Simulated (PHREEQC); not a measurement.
## Polishing slurry liquid

Solution (45 °C): 0.0034 mol/kgw H2SO4, 0.0031 mol/kgw K2SO4 and 0.063 mol/kgw CuSO4. Closed to the air; pH follows from the charge balance.

Computed with PHREEQC (ion-association model, wateq4f.dat).

```
Quantity                 Result
----------------  -------------
pH                         2.72
ionic strength    0.144 mol/kgw
total alkalinity   -6.80 meq/kg
```

| species | molality | activity | log γ |
|---|---|---|---|
| SO4-2 | 0.0351 | 0.0111 | -0.499 |
| Cu+2 | 0.0336 | 0.0117 | -0.458 |
| CuSO4 | 0.0294 | 0.0303 | 0.014 |
| K+ | 0.00562 | 0.00409 | -0.137 |
| HSO4- | 0.00443 | 0.00330 | -0.128 |
| H+ | 0.00237 | 0.00191 | -0.094 |
| KSO4- | 0.000585 | 0.000444 | -0.120 |
| CuOH+ | 8.35e-8 | 6.14e-8 | -0.134 |
| Cu2(OH)2+2 | 3.28e-8 | 1.06e-8 | -0.491 |

No solid was allowed to form. At this temperature some constants are extrapolated from 25 °C, and those without enthalpy data are left unchanged.
